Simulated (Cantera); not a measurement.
Feed: 1 mol CCl₄, 1.8 mol HCl, held at 2900 °C and 0.0133 bar.

These are equilibrium values from Cantera (NASA tables, ideal gas, pure condensed phases), not measurements of a reactor. Candidate condensed phases: C, C₆H₆, C₇H₈, C₈H₁₈; 91 gas species. The tables' values for CCl are old estimates; treat these amounts as uncertain. The numbers say what is thermodynamically allowed, not how fast it happens.

Base state: Cl 0.720, H 0.182, HCl 0.0380, C₃ 0.0339, C 0.0114, H₂ 0.00648, C₂ 0.00563, C₂H 0.00158 (mole fractions); condensed: gas only.

Task: What changes in the equilibrium state with this change: HCl from 1.8 to 0.043 mol?

Result: 
```tsv
species	before	after
Cl	0.720	0.904
C₃	0.0339	0.0621
C	0.0114	0.0140
H	0.182	0.00754
HCl	0.0380	0.00198
H₂	0.00648	1.11e-5
C₂H₂ (acetylene)	0.000260	6.67e-7
```
